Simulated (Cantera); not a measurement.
Input: 1 mol B2O3, 0.39 mol NH3, equilibrated at 1900 K and 0.533 Torr.

Method: chemical equilibrium by Gibbs-energy minimisation in Cantera with the NASA 1993 tables (ideal gas, pure condensed phases). Candidate condensed phases: B, BN, B2O3, B3O3H3, H2O; 39 gas species. Kinetics and transport are ignored.

Base state: B2O3 0.431, H2 0.234, HBO2 0.113, N2 0.107, HBO 0.0390, BO 0.0384, B2O2 0.0207, H 0.0144 (mole fractions); condensed: gas only.

Task: What changes in the equilibrium state with this change: temperature from 1900 K to 2050 K?

Result: 
| species | before | after |
|---|---|---|
| B2O3 | 0.431 | 0.383 |
| H2 | 0.234 | 0.199 |
| HBO2 | 0.113 | 0.134 |
| BO | 0.0384 | 0.0875 |
| H | 0.0144 | 0.0380 |
| B2O2 | 0.0207 | 0.0139 |
| HBO | 0.0390 | 0.0331 |
| N2 | 0.107 | 0.102 |
| O | 6.11e-7 | 1.52e-5 |
| OH | 1.32e-5 | 0.000111 |
| BO2 | 0.000690 | 0.00337 |
| H2O | 0.00261 | 0.00532 |

Task: What changes in the equilibrium state with this change: pressure from 0.533 Torr to 1.00 Torr?

Result: 
| species | before | after |
|---|---|---|
| B2O3 | 0.431 | 0.437 |
| H2 | 0.234 | 0.238 |
| HBO2 | 0.113 | 0.110 |
| BO | 0.0384 | 0.0293 |
| H | 0.0144 | 0.0106 |
| B2O2 | 0.0207 | 0.0226 |
| HBO | 0.0390 | 0.0412 |
| N2 | 0.107 | 0.107 |
| OH | 1.32e-5 | 9.01e-6 |
| BO2 | 0.000690 | 0.000488 |
| H2O | 0.00261 | 0.00246 |
